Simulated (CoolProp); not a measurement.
trans-2-butene at several states: Z from the reference equation and from simpler models built on Tc = 155.5 °C, pc = 4.019 MPa, ω = 0.210; each cubic takes its own stable root.

Values from CoolProp's reference Helmholtz-energy equation of state, Lemmon 2005. It is a short technical equation, of lower accuracy than the large ones.

```
T (°C)  p (MPa)   phase  reference  Redlich-Kwong  Soave-Redlich-Kwong  Peng-Robinson
------  -------  ------  ---------  -------------  -------------------  -------------
113.65    0.519     gas        ___         0.9383               0.9361         0.9307
-73.85     12.1  liquid     0.5747            ___                  ___         0.5671
226.45        1     gas        ___         0.9447               0.9490         0.9411
126.45    0.143     gas     0.9843         0.9850               0.9847         0.9832
```

**Question.** What belongs in the gaps?

**Answer.** 
- 113.65, reference: 0.9337
- -73.85, Redlich-Kwong: 0.6423
- -73.85, Soave-Redlich-Kwong: 0.6360
- 226.45, reference: 0.9468
